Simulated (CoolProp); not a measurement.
Saturation properties of CH2F2 (R32).

Computed with CoolProp (reference Helmholtz-energy equation of state, Tillner-Roth 1997).

| T (K) | p (bar) | liquid density (kg/m³) | vapour density (kg/m³) | enthalpy of vaporisation (kJ/kg) | liquid viscosity (µPa s) | liquid conductivity (mW/(m K)) |
|---|---|---|---|---|---|---|
| 175.3 | 0.04615 | 1334 | 0.1657 | 427.5 | 655 | 223 |
| 184 | 0.09482 | 1312 | 0.3254 | 419.4 | 551 | 218 |
| 192.8 | 0.1820 | 1289 | 0.5990 | 411.0 | 470 | 213 |
| 201.5 | 0.3252 | 1267 | ___ | 402.6 | 406 | 207 |
| 210.3 | 0.5529 | 1243 | 1.693 | 393.7 | 354 | 201 |
| 219 | 0.8906 | 1220 | 2.647 | 384.6 | 311 | 195 |
| 227.8 | 1.383 | 1195 | 4.004 | ___ | 274 | 189 |
| 236.6 | 2.069 | 1170 | 5.860 | 364.7 | 243 | 183 |
| 245.3 | 2.986 | 1145 | 8.308 | 354.2 | 217 | 176 |
| 254.1 | ___ | 1118 | 11.55 | 342.8 | 194 | 169 |
| 262.8 | 5.756 | 1090 | 15.68 | 330.8 | 173 | 163 |
| 271.6 | 7.735 | ___ | 21.01 | 317.7 | 155 | 156 |
| 280.4 | 10.19 | 1030 | 27.77 | 303.6 | 139 | 149 |
| 289.1 | 13.16 | 997.2 | 36.21 | 288.4 | 125 | 142 |
| 297.9 | 16.78 | 962.0 | 46.99 | 271.4 | 112 | 134 |

Question: Some entries are withheld; supply them.

Answer: 
- 201.5, vapour density (kg/m³): 1.031
- 227.8, enthalpy of vaporisation (kJ/kg): 374.9
- 254.1, p (bar): 4.205
- 271.6, liquid density (kg/m³): 1061

It boils at 221.5 K under 1 atm.

Viscosity comes from a separate model (Bell 2016), an estimate that may be off by 10 % or more. Thermal conductivity comes from a separate model (Huber 2003), an estimate that may be off by 10 % or more.
